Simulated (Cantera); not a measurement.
Low-pressure radical oxidation in H2/O2

An isothermal, constant-pressure homogeneous reactor starts with H₂ : O₂ = 0.0055 : 1 (molar parts), equivalence ratio 0.0027, at 975 K and 3000 Pa.

Detailed kinetics in Cantera: the H2/O2 subset of GRI-Mech 3.0, which has no nitrogen chemistry. Radical loss at walls, strong at low pressure, is not modelled.

```json
[
 {"t (s)": "0.000300", "x H₂": "0.00547", "x O₂": "0.995", "x H₂O₂": "<1e-12", "x H₂O": "3.88e-12", "x OH": "1.28e-11", "x O": "1.53e-11", "x H": "5.60e-12"},
 {"t (s)": "0.000609", "x H₂": "0.00547", "x O₂": "0.995", "x H₂O₂": "<1e-12", "x H₂O": "2.06e-11", "x OH": "3.26e-11", "x O": "4.52e-11", "x H": "9.28e-12"},
 {"t (s)": "0.00123", "x H₂": "0.00547", "x O₂": "0.995", "x H₂O₂": "<1e-12", "x H₂O": "1.13e-10", "x OH": "9.54e-11", "x O": "1.57e-10", "x H": "2.12e-11"},
 {"t (s)": "0.00250", "x H₂": "0.00547", "x O₂": "0.995", "x H₂O₂": "<1e-12", "x H₂O": "8.48e-10", "x OH": "4.63e-10", "x O": "8.62e-10", "x H": "9.19e-11"},
 {"t (s)": "0.00508", "x H₂": "0.00547", "x O₂": "0.995", "x H₂O₂": "<1e-12", "x H₂O": "1.76e-8", "x OH": "8.08e-9", "x O": "1.56e-8", "x H": "1.56e-9"},
 {"t (s)": "0.0103", "x H₂": "0.00546", "x O₂": "0.995", "x H₂O₂": "3.45e-11", "x H₂O": "5.39e-6", "x OH": "2.42e-6", "x O": "4.67e-6", "x H": "4.68e-7"},
 {"t (s)": "0.0209", "x H₂": "0.000817", "x O₂": "0.992", "x H₂O₂": "2.04e-7", "x H₂O": "0.00429", "x OH": "0.000440", "x O": "0.00207", "x H": "0.000290"},
 {"t (s)": "0.0424", "x H₂": "3.31e-5", "x O₂": "0.994", "x H₂O₂": "3.50e-8", "x H₂O": "0.00538", "x OH": "0.000105", "x O": "0.000925", "x H": "2.94e-5"},
 {"t (s)": "0.0861", "x H₂": "4.89e-6", "x O₂": "0.994", "x H₂O₂": "2.13e-8", "x H₂O": "0.00545", "x OH": "5.23e-5", "x O": "0.000350", "x H": "5.51e-6"},
 {"t (s)": "0.175", "x H₂": "1.22e-6", "x O₂": "0.994", "x H₂O₂": "1.75e-8", "x H₂O": "0.00547", "x OH": "2.92e-5", "x O": "0.000114", "x H": "1.00e-6"},
 {"t (s)": "0.354", "x H₂": "3.29e-7", "x O₂": "0.994", "x H₂O₂": "1.33e-8", "x H₂O": "0.00548", "x OH": "1.58e-5", "x O": "3.32e-5", "x H": "1.58e-7"},
 {"t (s)": "0.719", "x H₂": "8.58e-8", "x O₂": "0.995", "x H₂O₂": "8.65e-9", "x H₂O": "0.00548", "x OH": "8.51e-6", "x O": "9.32e-6", "x H": "2.38e-8"},
 {"t (s)": "1.46", "x H₂": "2.17e-8", "x O₂": "0.995", "x H₂O₂": "4.66e-9", "x H₂O": "0.00548", "x OH": "4.63e-6", "x O": "2.68e-6", "x H": "3.73e-9"},
 {"t (s)": "2.96", "x H₂": "5.52e-9", "x O₂": "0.995", "x H₂O₂": "2.14e-9", "x H₂O": "0.00548", "x OH": "2.61e-6", "x O": "8.35e-7", "x H": "6.54e-10"},
 {"t (s)": "6.00", "x H₂": "1.50e-9", "x O₂": "0.995", "x H₂O₂": "9.21e-10", "x H₂O": "0.00548", "x OH": "1.53e-6", "x O": "2.87e-7", "x H": "1.32e-10"}
]
```
x: mole fraction; the columns are a selection and need not sum to one.

Equilibrium at this temperature and pressure: H₂ 1.30e-12, O₂ 0.995, H₂O₂ 1.92e-12, H₂O 0.00548, OH 5.80e-8, O 4.18e-10, H <1e-12 (gas phase only).
